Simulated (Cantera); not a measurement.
Input (Python, Cantera) and output of one run.

```python
import numpy as np
import cantera as ct

gas_names = """
    C CH CH2 CH3 CH2OH CH3O CH4 CH3OH CN CO CO2 COOH C2 C2H CHCO,ketyl C2H2,acetylene C2H2,vinylidene
    CH2CO,ketene C2H3,vinyl CH3CN CH3CO,acetyl C2H4 C2H4O,ethylen CH3CHO,ethanal CH3COOH (HCOOH)2 C2H5
    C2H6 CH3OCH3 C2H5OH CCN CNC C2N2 C2O C3 C3H3,propargyl C3H4,allene C3H4,propyne C3H4,cyclo-
    C3H5,allyl C3H6,propylene C3H6,cyclo- C3H6O C3H7,n-propyl C3H7,i-propyl C3H8 C3H8O,1propanol
    C3H8O,2propanol C3O2 C4 C4H2 C4H4,1,3-cyclo- C4H6,butadiene C4H6,2-butyne C4H6,cyclo- C4H8,1-butene
    C4H8,cis2-buten C4H8,tr2-butene C4H8,isobutene C4H8,cyclo- (CH3COOH)2 C4H9,n-butyl C4H9,i-butyl
    C4H9,s-butyl C4H9,t-butyl C4H10,isobutane C4H10,n-butane C4N2 C5 C5H6,1,3cyclo- C5H8,cyclo-
    C5H10,1-pentene C5H10,cyclo- C5H11,pentyl C5H11,t-pentyl C5H12,n-pentane C5H12,i-pentane
    CH3C(CH3)2CH3 C6H2 C6H5,phenyl C6H5O,phenoxy C6H6 C6H5OH,phenol C6H10,cyclo- C6H12,1-hexene
    C6H12,cyclo- C6H13,n-hexyl C7H7,benzyl C7H8 C7H8O,cresol C7H14,1-heptene C7H15,n-heptyl
    C7H16,n-heptane C8H8,styrene C8H10,ethylbenz C8H16,1-octene C8H17,n-octyl C8H18,isooctane
    C8H18,n-octane C9H19,n-nonyl C10H8,naphthale C10H21,n-decyl C12H9,o-bipheny C12H10,bipheny H HCN HCO
    HCCN HNC HNCO HNO HNO2 HNO3 HO2 H2 HCHO,formaldehy HCOOH H2O H2O2 N NCO NH NH2 NH3 NH2OH NO NO2 NO3
    N2 N2H2 N2H4 N2O O OH O2 O3
""".split()
cond_names = """
    C(gr) C6H6(L) C7H8(L) C8H18(L),n-octa H2O(s) H2O(L)
""".split()


def load(file, names, dense=False):
    # The tables refer to 1 bar. Condensed volumes are neglected.
    table = {s.name: s for s in ct.Species.list_from_file(file)}
    out = []
    for n in names:
        d = dict(table[n].input_data)
        d["thermo"] = dict(d["thermo"], **{"reference-pressure": 1e5})
        if dense:
            d["equation-of-state"] = {"model": "constant-volume", "density": "1e6 g/cm^3"}
        out.append(ct.Species.from_dict(d))
    return out


gas = ct.Solution(thermo="ideal-gas", species=load("nasa_gas.yaml", gas_names))
cond = {s.name: ct.Solution(thermo="fixed-stoichiometry", species=[s], name=s.name)
        for s in load("nasa_condensed.yaml", cond_names, dense=True)}
atoms = {
    'toluene': {'C': 7, 'H': 8},
    'H2O': {'H': 2, 'O': 1},
    'NH3': {'N': 1, 'H': 3},
}
top_T = {'C(gr)': 4500}  # K; cautious upper limits of use, not melting points


def equilibrate(T, P, feed):
    n = {}
    for name, mol in feed.items():
        for a, k in atoms[name].items():
            n[a] = n.get(a, 0.0) + k * mol
    gas.TPX = T, P, n
    mass = sum(n.values()) * gas.mean_molecular_weight
    gas.equilibrate("TP")
    valid = [c for c in cond.values() if c.min_temp <= T <= top_T.get(c.name, c.max_temp)]
    mix = ct.Mixture([(gas, mass / gas.mean_molecular_weight)] + [(c, 0.0) for c in valid])
    mix.T, mix.P = T, P
    mix.equilibrate("TP", solver="vcs", rtol=1e-11, max_steps=5000)
    return mix


results = []
feed = {'toluene': 1, 'H2O': 2.4, 'NH3': 0.013}  # mol
P = 89000  # Pa
for T in [898, 948, 998, 1048, 1098, 1148, 1198, 1248]:
    mix = equilibrate(T, P, feed)
    results.append((T, P, feed, dict(zip(mix.species_names, mix.species_moles))))

top = {s: max(r[3][s] / sum(r[3][g] for g in gas_names) for r in results) for s in gas_names}
cols = sorted((s for s in top if top[s] > 1e-06), key=lambda s: -top[s])[:5]
seen = [c for c in cond_names if any(r[3].get(c, 0) > 1e-12 for r in results)]
print("log10 of partial pressures in bar; condensed amounts in mol")
print(f"{'T/K':>10s}" + "".join(f"{s[:9]:>10s}" for s in cols + seen))
for T, P, feed, n in results:
    ng = sum(n[g] for g in gas_names)
    print(f"{T:10.4g}" + "".join(f"{np.log10(max(n[s] / ng * P / 1e5, 1e-99)):10.3f}" for s in cols)
          + "".join(f"{n.get(c, 0):10.4g}" for c in seen))
```

Output:

```
log10 of partial pressures in bar; condensed amounts in mol
       T/K        H2        CO       H2O       CH4       CO2     C(gr)
       898    -0.273    -1.038    -0.908    -1.040    -1.307     5.225
       948    -0.238    -0.852    -1.104    -1.241    -1.461     5.065
       998    -0.219    -0.735    -1.343    -1.448    -1.699     4.866
      1048    -0.208    -0.672    -1.608    -1.650    -1.998     4.715
      1098    -0.201    -0.642    -1.880    -1.840    -2.323     4.633
      1148    -0.197    -0.628    -2.143    -2.018    -2.647     4.599
      1198    -0.195    -0.622    -2.392    -2.184    -2.955     4.586
      1248    -0.193    -0.619    -2.625    -2.339    -3.243     4.584
```

Cantera equilibrium calculation (NASA polynomials, part measured and part estimated; ideal gas, pure solids and liquids).
